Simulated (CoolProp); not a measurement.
Vapour-liquid equilibrium of ethylene (1) + propylene (2) at 31.4 kPa; x and y are mole fractions of (1).

Computed with CoolProp (multi-fluid Helmholtz-energy mixture model, Smukala 2000 and Lemmon 2013; pair parameters Bell 2016).

```csv
x,bubble temperature (K),y at the bubble point,dew temperature at overall composition x (K),liquid density (mol/L)
0.05,191.3,0.528,201.9,15.64
0.125,180.3,0.799,200.6,16.21
0.2,173.5,0.893,199.1,16.69
0.275,168.7,0.935,197.6,17.12
0.35,165.3,0.957,195.9,17.53
0.425,162.6,0.970,194.1,17.93
0.5,160.4,0.979,192.1,18.33
0.575,158.6,0.984,189.8,18.73
0.65,157.1,0.989,187.2,19.13
0.725,155.8,0.992,?,19.54
0.8,154.6,0.995,180.3,?
0.875,?,0.997,175.1,20.38
0.95,152.5,0.999,166.5,20.81
```

Q: Complete the blanks.

A: 
- 0.725, dew temperature at overall composition x (K): 184.1
- 0.8, liquid density (mol/L): 19.95
- 0.875, bubble temperature (K): 153.5

No azeotrope shows between x = 0.05 and 0.95.

Pair parameters are fitted to limited data, so mixtures are less certain than the pure fluids.
